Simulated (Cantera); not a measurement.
A closed system holds: 1 mol TiO₂, 32 mol H₂, 4.3 mol H₂O, held at 1473 K and 0.0880 bar.

These are equilibrium values from Cantera (NASA tables, ideal gas, pure condensed phases), not measurements of a reactor. Candidate condensed phases: H₂O, Ti, TiO, TiO₂, Ti₂O₃, Ti₃O₅, Ti₄O₇; 12 gas species. Gases not in the tables: TiO(OH)₂. Equilibrium is a limit: real reactors are often held back by kinetics, nucleation or transport.

Base state: H₂ 0.882, H₂O 0.118, H 4.00e-5 (mole fractions); condensed: TiO₂(rutile).

Task: What changes in the equilibrium state with this change: temperature from 1473 K to 1950 K?

Result: 
| species | before | after |
|---|---|---|
| H₂ | 0.882 | 0.871 |
| H₂O | 0.118 | 0.125 |
| H | 4.00e-5 | 0.00361 |
| OH | 1.40e-7 | 4.70e-5 |
| TiO₂(rutile), mol | 1.00 | 0 |
| Ti₄O₇(l), mol | 0 | 0.250 |
Condensed phases not in the tables: Magnéli phases beyond Ti₄O₇.
